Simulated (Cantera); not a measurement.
A perfectly stirred reactor is fed with 2.56 % CH4, 2.28 % C2H6, 19.9 % O2, 74.5 % N2, 0.768 % CO2, equivalence ratio 0.66, at 1.80 bar; it is adiabatic with a 775 K inlet, and is followed from long to short residence time, starting on the burning branch (τ in s: 0.42, 0.16, 0.062, 0.024, 0.0092, 0.0036, 0.0014, 0.00053, 0.0002, 7.8e-05).

Computed with Cantera and GRI-Mech 3.0 (53 species, 325 reactions).

x: mole fraction; the columns are a selection and need not sum to one.

| τ (s) | T (K) | x CH4 | x C2H6 | x O2 | x N2O | x NO2 |
|---|---|---|---|---|---|---|
| 0.42 | 2135 | 2.19e-7 | 2.63e-8 | 0.0650 | 4.38e-7 | 2.90e-6 |
| 0.16 | 2136 | 5.48e-7 | 6.72e-8 | 0.0656 | 4.49e-7 | 1.66e-6 |
| 0.062 | 2136 | 1.30e-6 | 1.67e-7 | 0.0660 | 4.75e-7 | 8.71e-7 |
| 0.024 | 2131 | 2.88e-6 | 4.02e-7 | 0.0663 | [?] | 4.64e-7 |
| 0.0092 | 2120 | 5.89e-6 | 9.31e-7 | 0.0666 | [?] | 2.63e-7 |
| 0.0036 | 2100 | 1.12e-5 | 2.01e-6 | 0.0670 | 7.08e-7 | 1.51e-7 |
| 0.0014 | 2068 | 2.14e-5 | 4.26e-6 | 0.0678 | 7.04e-7 | 8.10e-8 |
| 0.00053 | 2020 | 4.36e-5 | 9.24e-6 | 0.0692 | [?] | 4.10e-8 |
| 0.00020 | 1955 | 9.72e-5 | 2.12e-5 | 0.0717 | [?] | 2.13e-8 |
| 7.8e-5 | 1871 | 0.000250 | 5.45e-5 | 0.0764 | [?] | 1.13e-8 |

Task: Complete the blanks.

Result: 
- 0.024, x N2O: 5.36e-7
- 0.0092, x N2O: 6.32e-7
- 0.00053, x N2O: 6.30e-7
- 0.00020, x N2O: 5.32e-7
- 7.8e-5, x N2O: 4.29e-7
